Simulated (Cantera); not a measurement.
# Adiabatic ignition

An adiabatic, constant-volume homogeneous reactor starts with CH4 : O2 : N2 = 1 : 0.833 : 3.13 (molar parts), equivalence ratio 2.4, at 1473 K and 4.10 bar.

Detailed kinetics in Cantera: GRI-Mech 3.0 (53 species, 325 reactions).

```
t (s)     T (K)  P (bar)    x CH4     x O2     x CO2      x H      x H2   x H2O2
--------  -----  -------  -------  -------  --------  -------  --------  -------
7.00e-6    1473     4.10    0.201    0.168  4.50e-11  9.70e-9   8.28e-7  1.72e-7
1.90e-5    1473     4.10    0.201    0.168   1.38e-9  1.90e-8   3.32e-6  4.26e-7
5.13e-5    1473     4.10    0.201    0.168   4.15e-8  5.09e-8   2.03e-5  5.22e-7
0.000139   1475     4.11    0.201    0.167   4.98e-7  1.10e-7  0.000126  8.12e-7
0.000377   1488     4.14    0.197    0.166   6.03e-6  4.26e-7  0.000941  2.60e-6
0.00102    2584     8.91  1.24e-8  1.65e-6    0.0103  0.00575     0.225  3.13e-9
0.00276    2586     8.92  3.23e-9  1.69e-6    0.0103  0.00580     0.225  3.19e-9
0.00748    2586     8.92  3.21e-9  1.69e-6    0.0103  0.00580     0.225  3.19e-9
0.0203     2586     8.92  3.21e-9  1.69e-6    0.0103  0.00580     0.225  3.19e-9
0.0549     2586     8.92  3.21e-9  1.69e-6    0.0103  0.00580     0.225  3.19e-9
0.149      2586     8.92  3.21e-9  1.69e-6    0.0103  0.00580     0.225  3.19e-9
0.403      2586     8.92  3.21e-9  1.69e-6    0.0103  0.00580     0.225  3.19e-9
1.09       2586     8.92  3.21e-9  1.69e-6    0.0103  0.00580     0.225  3.19e-9
2.95       2586     8.92  3.21e-9  1.69e-6    0.0103  0.00580     0.225  3.19e-9
8.00       2586     8.92  3.21e-9  1.69e-6    0.0103  0.00580     0.225  3.19e-9
```
x: mole fraction; the columns are a selection and need not sum to one.

```json
{
  "time_of_steepest_temperature_rise": "0.735 ms",
  "temperature at 8.00 s": "2586 K",
  "equilibrium_temperature": "2586 K",
  "x(CH4) at 8.00 s": "3.21e-9 (gas-phase equilibrium 3.61e-9)",
  "x(O2) at 8.00 s": "1.69e-6 (gas-phase equilibrium 1.69e-6)",
  "x(CO2) at 8.00 s": "0.0103 (gas-phase equilibrium 0.0103)"
}
```
